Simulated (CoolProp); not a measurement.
The fluid at 303.55 K and 0.222 MPa is throttled through a valve to 0.026 MPa with no heat exchange. The same conditions are run with several fluids, on thermodynamics alone (safety and materials aside).

Model: reference Helmholtz-energy equation of state of each fluid (n-hexane: Thol 2019; decamethyltetrasiloxane (MD2M): Thol 2017; 1,2-dichloroethane: Thol 2015; isohexane: Lemmon 2006; R141b: Lemmon 2006), in CoolProp.

```json
[
 {"fluid": "n-hexane", "temperature change (K)": "+0.1", "final phase": "liquid", "final density (kg/m³)": "?"},
 {"fluid": "decamethyltetrasiloxane (MD2M)", "temperature change (K)": "+0.1", "final phase": "liquid", "final density (kg/m³)": "?"},
 {"fluid": "1,2-dichloroethane", "temperature change (K)": "+0.1", "final phase": "liquid", "final density (kg/m³)": "?"},
 {"fluid": "isohexane", "temperature change (K)": "?", "final phase": "?", "final density (kg/m³)": "?"},
 {"fluid": "R141b", "temperature change (K)": "?", "final phase": "two-phase, vapour fraction 0.154", "final density (kg/m³)": "8.84"}
]
```

Problem. Fill in the missing entries.

Solution. 
- n-hexane, final density (kg/m³): 650
- decamethyltetrasiloxane (MD2M), final density (kg/m³): 843
- 1,2-dichloroethane, final density (kg/m³): 1240
- isohexane, temperature change (K): -7.4
- isohexane, final phase: two-phase, vapour fraction 0.048
- isohexane, final density (kg/m³): 18.8
- R141b, temperature change (K): -32.1
